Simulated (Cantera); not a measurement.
**Low-pressure radical oxidation in H2/O2**

A perfectly stirred reactor is fed with 0.624 % H2, 99.1 % O2, 0.287 % H2O, equivalence ratio 0.0032, at 0.0158 atm; it is held at 1325 K, and followed from long to short residence time.

Model: the H2/O2 subset of GRI-Mech 3.0, which has no nitrogen chemistry, integrated in Cantera. Radical loss at walls, strong at low pressure, is not modelled.

| τ (s) | x H2 | x O2 | x H | x OH | x H2O2 | x H2O |
|---|---|---|---|---|---|---|
| 7.5 | 6.62e-6 | 0.990 | 5.41e-6 | 0.000281 | 5.30e-9 | 0.00899 |
| 2.9 | 1.15e-5 | 0.990 | 1.27e-5 | 0.000375 | 7.13e-9 | 0.00893 |
| 1.1 | 2.01e-5 | 0.989 | 2.83e-5 | 0.000489 | 9.12e-9 | 0.00886 |
| 0.44 | 3.40e-5 | 0.988 | 5.40e-5 | 0.000609 | 1.09e-8 | 0.00877 |
| 0.17 | 6.06e-5 | 0.987 | 9.00e-5 | 0.000730 | 1.26e-8 | 0.00865 |
| 0.067 | 0.000114 | 0.986 | 0.000126 | 0.000840 | 1.44e-8 | 0.00852 |
| 0.026 | 0.000239 | 0.986 | 0.000159 | 0.000961 | 1.69e-8 | 0.00832 |
| 0.010 | 0.000532 | 0.986 | 0.000187 | 0.00112 | 2.10e-8 | 0.00793 |
| 0.0040 | 0.00116 | 0.986 | 0.000201 | 0.00128 | 2.59e-8 | 0.00721 |
| 0.0015 | 0.00261 | 0.987 | 0.000165 | 0.00126 | 2.63e-8 | 0.00579 |
| 0.00060 | 0.00534 | 0.990 | 3.97e-5 | 0.000444 | 5.94e-9 | 0.00354 |
x: mole fraction; the columns are a selection and need not sum to one.
